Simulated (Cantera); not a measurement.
Cantera run, input and output.

```python
import numpy as np
import cantera as ct

gas = ct.Solution("gri30.yaml")
gas.TPX = 1675, 59000, {'NO': 1, 'N2': 0.28}
reactor = ct.IdealGasConstPressureReactor(gas, energy="off", clone=False)
net = ct.ReactorNet([reactor])
net.rtol, net.atol = 1e-08, 1e-18
show = ['NO', 'O2', 'N2', 'NO2', 'O', 'N2O']
times = np.geomspace(0.0004, 40, 10)

steps = ct.SolutionArray(gas, extra=["t"])
rows = []
print(f"{'t/s':>10s}{'T/K':>9s}{'P/Pa':>11s}" + "".join(f"{s:>11s}" for s in show))
for t in times:
    while net.time < t:
        t_next = net.step()
        steps.append(gas.state, t=t_next)
    rows.append([np.interp(t, steps.t, y) for y in (steps.T, steps.P, *steps(*show).X.T)])
    print(f"{t:10.3e}{rows[-1][0]:9.1f}{rows[-1][1]:11.4g}" + "".join(f"{x:11.3e}" for x in rows[-1][2:]))
rate = np.gradient(steps.T, steps.t)
print("integrator steps:", len(steps.t))
if steps.T.max() > steps.T[0] + 200:
    print(f"time of steepest temperature rise: {steps.t[rate.argmax()]:.4e} s")
gas.TPX = 1675, 59000, {'NO': 1, 'N2': 0.28}
gas.equilibrate("TP")
print(f"equilibrium (TP): T = {gas.T:.1f} K  " + "  ".join(f"{s} {gas[s].X[0]:.3e}" for s in show))
```

Result:

```
       t/s      T/K       P/Pa         NO         O2         N2        NO2          O        N2O
 4.000e-04   1675.0    5.9e+04  7.812e-01  4.728e-08  2.188e-01  9.466e-06  7.032e-07  9.790e-06
 1.438e-03   1675.0    5.9e+04  7.812e-01  5.303e-07  2.188e-01  3.673e-05  1.030e-06  3.330e-05
 5.166e-03   1675.0    5.9e+04  7.809e-01  1.101e-05  2.188e-01  1.364e-04  2.119e-06  9.909e-05
 1.857e-02   1675.0    5.9e+04  7.802e-01  2.094e-04  2.191e-01  3.137e-04  3.835e-06  1.999e-04
 6.672e-02   1675.0    5.9e+04  7.777e-01  1.380e-03  2.203e-01  3.692e-04  4.407e-06  2.287e-04
 2.398e-01   1675.0    5.9e+04  7.691e-01  5.649e-03  2.246e-01  4.532e-04  5.320e-06  2.231e-04
 8.618e-01   1675.0    5.9e+04  7.393e-01  2.037e-02  2.394e-01  6.511e-04  7.635e-06  2.047e-04
 3.097e+00   1675.0    5.9e+04  6.480e-01  6.581e-02  2.851e-01  9.452e-04  1.221e-05  1.550e-04
 1.113e+01   1675.0    5.9e+04  4.430e-01  1.683e-01  3.876e-01  1.014e-03  1.872e-05  7.101e-05
 4.000e+01   1675.0    5.9e+04  1.934e-01  2.934e-01  5.125e-01  5.827e-04  2.438e-05  1.338e-05
integrator steps: 1026
equilibrium (TP): T = 1675.0 K  NO 3.162e-03  O2 3.890e-01  N2 6.078e-01  NO2 1.097e-05  O 2.791e-05  N2O 1.252e-07
```

Detailed kinetics in Cantera: GRI-Mech 3.0 (53 species, 325 reactions).
